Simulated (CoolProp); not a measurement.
Vapour-liquid equilibrium of propylene (1) + 1-butene (2) at 4.99 bar; x and y are mole fractions of (1).

Values from CoolProp's multi-fluid Helmholtz-energy mixture model, Lemmon 2013 and Lemmon 2005; pair parameters Bell 2016.

| x | bubble temperature (K) | y at the bubble point | dew temperature at overall composition x (K) | liquid density (mol/L) |
|---|---|---|---|---|
| 0.05 | 312.3 | 0.135 | 314.9 | 10.23 |
| 0.15 | 305.0 | 0.355 | 311.9 | 10.56 |
| 0.25 | 298.5 | 0.520 | 308.6 | 10.88 |
| 0.35 | 292.8 | 0.644 | 305.2 | 11.19 |
| 0.45 | 287.8 | 0.740 | 301.4 | 11.50 |
| 0.55 | 283.3 | 0.814 | 297.2 | 11.80 |
| 0.65 | 279.3 | 0.872 | 292.5 | 12.10 |
| 0.75 | 275.6 | 0.918 | 287.2 | 12.40 |
| 0.85 | 272.4 | 0.956 | 280.8 | 12.71 |
| 0.95 | 269.4 | 0.987 | 272.9 | 13.01 |

No azeotrope shows between x = 0.05 and 0.95.

The pair parameters rest on a limited set of measurements; away from them the model extrapolates.
